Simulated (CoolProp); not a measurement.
Saturation properties of hydrogen sulfide (Tc = 100.0 °C, pc = 8999 kPa, ω = 0.101).

The numbers come from the reference Helmholtz-energy equation of state, Lemmon 2006 in CoolProp. It is a short technical equation, of lower accuracy than the large ones.

```
T (°C)  p (kPa)  vapour density (kg/m³)  enthalpy of vaporisation (kJ/kg)  liquid cp (kJ/(kg K))
------  -------  ----------------------  --------------------------------  ---------------------
-11.05    735.8                   12.66                             480.7                  2.056
-4.05       [?]                   15.59                             469.6                  2.080
2.95       1125                   19.01                             457.8                  2.108
9.95       1368                     [?]                               [?]                  2.143
16.85      1643                   27.57                             432.3                  2.185
23.85      1961                   32.93                             418.2                  2.236
30.85      2322                   39.15                             403.0                  2.299
37.85      2728                   46.36                             386.7                  2.377
44.75      3177                   54.62                             369.2                  2.474
51.75      3684                   64.43                             349.8                  2.601
58.75      4248                   76.02                             328.4                  2.770
```

### Question
What belongs in the gaps?

### Answer

- -4.05, p (kPa): 915.0
- 9.95, vapour density (kg/m³): 23.00
- 9.95, enthalpy of vaporisation (kJ/kg): 445.4

It boils at -60.3 °C under 1 atm.
